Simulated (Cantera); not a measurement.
## Gas-phase reforming

An isothermal, constant-pressure homogeneous reactor starts with CH₄ : H₂O : H₂ = 1 : 1.2 : 0.096 (molar parts), at 1550 K and 1000000 Pa.

Cantera simulation using GRI-Mech 3.0 (53 species, 325 reactions); the numbers are that mechanism's predictions, not measurements.

```
t (s)     x CH₄  x H₂O    x H₂     x CH₂     x CO₂
--------  -----  -----  ------  --------  --------
6.00e-6   0.435  0.523  0.0418  1.77e-10    <1e-12
2.70e-5   0.435  0.523  0.0419  7.56e-10    <1e-12
0.000121  0.434  0.523  0.0424   1.06e-9  2.92e-11
0.000545  0.430  0.522  0.0451   1.86e-9   8.62e-9
0.00245   0.410  0.517  0.0627   2.19e-9   9.79e-7
0.0110    0.340  0.491   0.134   2.57e-9   2.92e-5
0.0495    0.218  0.445   0.256   3.29e-9  0.000672
0.222     0.190  0.397   0.314   2.74e-9   0.00719
1.00      0.184  0.311   0.387   1.41e-9    0.0174
```
x: mole fraction; the columns are a selection and need not sum to one.

Equilibrium at this temperature and pressure: CH₄ 0.000493, H₂O 0.0423, H₂ 0.725, CH₂ 1.22e-12, CO₂ 0.00476 (gas phase only).
